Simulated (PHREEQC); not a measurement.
Metal-bearing waste water

Consider water at 25 °C with 0.3 mol/kgw FeCl3, 0.0051 mol/kgw NaHCO3 and 0.00017 mol/kgw NaCl. Closed to the air; pH follows from the charge balance.

Computed with PHREEQC (ion-association model, phreeqc.dat).

Each row changes one thing in this solution. Precipitation was switched off in this run.

```json
[
 {"case": "as made", "pH": "1.97", "ionic strength (mol/kgw)": "0.903", "Cl- (mol/kgw)": "0.582", "(CO2)2 (mol/kgw)": "5.87e-7", "HCO3- (mol/kgw)": "3.90e-7", "NaHCO3 (mol/kgw)": "4.49e-10", "SI of Halite (NaCl)": "-4.43"},
 {"case": "temperature from 25 to 50 °C", "pH": "1.83", "ionic strength (mol/kgw)": "0.927", "Cl- (mol/kgw)": "0.605", "(CO2)2 (mol/kgw)": "?", "HCO3- (mol/kgw)": "3.38e-7", "NaHCO3 (mol/kgw)": "3.28e-10", "SI of Halite (NaCl)": "-4.45"},
 {"case": "0.0057 mol/kgw NH3 added", "pH": "2.03", "ionic strength (mol/kgw)": "0.912", "Cl- (mol/kgw)": "0.586", "(CO2)2 (mol/kgw)": "5.89e-7", "HCO3- (mol/kgw)": "4.47e-7", "NaHCO3 (mol/kgw)": "5.14e-10", "SI of Halite (NaCl)": "-4.43"},
 {"case": "FeCl3 left out", "pH": "8.25", "ionic strength (mol/kgw)": "?", "Cl- (mol/kgw)": "0.000170", "(CO2)2 (mol/kgw)": "6.18e-11", "HCO3- (mol/kgw)": "0.00497", "NaHCO3 (mol/kgw)": "1.26e-5", "SI of Halite (NaCl)": "-7.69"},
 {"case": "NaCl replaced by FeCl2 at the same molality", "pH": "1.97", "ionic strength (mol/kgw)": "?", "Cl- (mol/kgw)": "0.582", "(CO2)2 (mol/kgw)": "5.87e-7", "HCO3- (mol/kgw)": "3.90e-7", "NaHCO3 (mol/kgw)": "4.35e-10", "SI of Halite (NaCl)": "-4.45"},
 {"case": "0.19 mol/kgw Sr(NO3)2 added", "pH": "2.11", "ionic strength (mol/kgw)": "1.48", "Cl- (mol/kgw)": "0.589", "(CO2)2 (mol/kgw)": "6.70e-7", "HCO3- (mol/kgw)": "6.30e-7", "NaHCO3 (mol/kgw)": "6.49e-10", "SI of Halite (NaCl)": "-4.42"},
 {"case": "temperature from 25 to 30 °C", "pH": "1.94", "ionic strength (mol/kgw)": "0.909", "Cl- (mol/kgw)": "0.587", "(CO2)2 (mol/kgw)": "6.90e-7", "HCO3- (mol/kgw)": "3.86e-7", "NaHCO3 (mol/kgw)": "4.29e-10", "SI of Halite (NaCl)": "?"},
 {"case": "0.056 mol/kgw KOH added", "pH": "2.39", "ionic strength (mol/kgw)": "1.01", "Cl- (mol/kgw)": "0.625", "(CO2)2 (mol/kgw)": "6.01e-7", "HCO3- (mol/kgw)": "1.06e-6", "NaHCO3 (mol/kgw)": "1.19e-9", "SI of Halite (NaCl)": "-4.40"}
]
```

Task: What belongs in the gaps?

Result: 
- temperature from 25 to 50 °C, (CO2)2 (mol/kgw): 1.21e-6
- FeCl3 left out, ionic strength (mol/kgw): 0.00531
- NaCl replaced by FeCl2 at the same molality, ionic strength (mol/kgw): 0.904
- temperature from 25 to 30 °C, SI of Halite (NaCl): -4.44

The ionic strength passes 0.7 mol/kgw, the rough limit of the ion-association models, in as made; temperature from 25 to 50 °C; 0.0057 mol/kgw NH3 added; NaCl replaced by FeCl2 at the same molality; 0.19 mol/kgw Sr(NO3)2 added; temperature from 25 to 30 °C; 0.056 mol/kgw KOH added. Some of these states are supersaturated (in Hematite (slow to form), Goethite (slow to form), for instance). Constants without temperature data keep their 25 °C values here.
